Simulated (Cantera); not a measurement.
Cantera run:

```python
import numpy as np
import cantera as ct

gas_names = """
    HF H2 CuF2 F
""".split()
cond_names = """
    Cu(cr) Cu(L)
""".split()


# ... load() reads the species with a 1 bar reference pressure and builds the phases ...
species = {s.name: s for s in load("nasa_gas.yaml", gas_names) + load("nasa_condensed.yaml", cond_names)}
# Each term lists the table entries of one substance; the one whose range holds T is used.
reactions = {
    '2 HF(g) + Cu = H2(g) + CuF2(g)':
        [(-2, ['HF']), (-1, ['Cu(cr)', 'Cu(L)']), (1, ['H2']), (1, ['CuF2'])],
    'CuF2(g) = Cu + 2 F(g)':
        [(-1, ['CuF2']), (1, ['Cu(cr)', 'Cu(L)']), (2, ['F'])],
}


def pick(names, T):
    return next(species[n] for n in names if species[n].thermo.min_temp <= T <= species[n].thermo.max_temp)


results = []
for label, terms in reactions.items():
    print(label)
    print("     T/K   dH/kJ  dS/(J/K)   dG/kJ   log10 K")
    for T in [673, 723, 773, 823, 873, 923, 973, 1023, 1073]:
        used = [(nu, pick(names, T)) for nu, names in terms]
        dH = sum(nu * s.thermo.h(T) for nu, s in used) / 1e6
        dS = sum(nu * s.thermo.s(T) for nu, s in used) / 1e3
        dG = dH - T * dS / 1e3
        logK = -dG * 1e6 / (ct.gas_constant * T * np.log(10))
        results.append((label, T, dH, dS, dG, logK, [s.name for _, s in used]))
        print(f"{T:8g} {dH:8.1f} {dS:8.1f} {dG:8.1f} {logK:8.2f}")
```

It prints:

```
2 HF(g) + Cu = H2(g) + CuF2(g)
     T/K   dH/kJ  dS/(J/K)   dG/kJ   log10 K
     673    277.3     14.9    267.3   -20.74
     723    277.2     14.8    266.5   -19.26
     773    277.2     14.8    265.8   -17.96
     823    277.2     14.7    265.1   -16.82
     873    277.1     14.6    264.3   -15.81
     923    277.0     14.6    263.6   -14.92
     973    277.0     14.5    262.9   -14.11
    1023    276.9     14.4    262.1   -13.38
    1073    276.7     14.3    261.4   -12.73
CuF2(g) = Cu + 2 F(g)
     T/K   dH/kJ  dS/(J/K)   dG/kJ   log10 K
     673    432.3     98.3    366.2   -28.42
     723    433.0     99.3    361.2   -26.10
     773    433.8    100.3    356.2   -24.07
     823    434.5    101.2    351.2   -22.29
     873    435.2    102.0    346.1   -20.71
     923    435.9    102.8    341.0   -19.30
     973    436.6    103.6    335.8   -18.03
    1023    437.4    104.3    330.6   -16.88
    1073    438.1    105.0    325.4   -15.84
```

Standard-state values (1 bar) from the NASA 1993 polynomials, evaluated with Cantera. Condensed species are held in their standard states even where they would react or evaporate.
